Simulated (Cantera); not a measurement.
Feed: 1 mol SiH2Cl2, 0.72 mol NH3, a varied amount of H2, equilibrated at 0.133 bar.

These are equilibrium values from Cantera (NASA tables, ideal gas, pure condensed phases), not measurements of a reactor. Candidate condensed phases: NH4Cl, Si, Si3N4; 28 gas species. Mutual solubility and eutectic melting of coexisting phases are not modelled. The tables' values for SiCl3 are old estimates. The numbers say what is thermodynamically allowed, not how fast it happens.

What condenses at these points (T in °C, n(H2) in mol): (927, 14); (727, 8.7); (877, 8.7); (827, 19); (627, 14)?


```tsv
T (°C)	n(H2) in mol	condensed phases	Si condensed (%)
927	14	Si + Si3N4	60.7
727	8.7	Si3N4	54.0
877	8.7	Si + Si3N4	55.1
827	19	Si + Si3N4	57.3
627	14	Si3N4	54.0
```
